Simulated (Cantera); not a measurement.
An adiabatic, constant-volume homogeneous reactor starts with H2 : O2 : N2 = 1 : 0.962 : 3.62 (molar parts), equivalence ratio 0.52, at 1423 K and 10.0 bar.

Model: the H2/O2 subset of GRI-Mech 3.0, which has no nitrogen chemistry, integrated in Cantera. The hydrogen kinetics of GRI-Mech 3.0 are dated; newer H2 mechanisms differ, most at raised pressure.

Q: Predict: time of steepest temperature rise; temperature at 6.00 s; equilibrium temperature; x(H2) at 6.00 s; x(O2) at 6.00 s; x(OH) at 6.00 s; x(H2O) at 6.00 s; x(HO2) at 6.00 s; x(H) at 6.00 s; x(O) at 6.00 s.

A: 
- time of steepest temperature rise = 2.17 µs
- temperature at 6.00 s = 2809 K
- equilibrium temperature = 2809 K
- x(H2) at 6.00 s = 0.00331 (gas-phase equilibrium 0.00331)
- x(O2) at 6.00 s = 0.0856 (gas-phase equilibrium 0.0856)
- x(OH) at 6.00 s = 0.0179 (gas-phase equilibrium 0.0179)
- x(H2O) at 6.00 s = 0.182 (gas-phase equilibrium 0.182)
- x(HO2) at 6.00 s = 4.15e-5 (gas-phase equilibrium 4.15e-5)
- x(H) at 6.00 s = 0.00115 (gas-phase equilibrium 0.00115)
- x(O) at 6.00 s = 0.00388 (gas-phase equilibrium 0.00388)
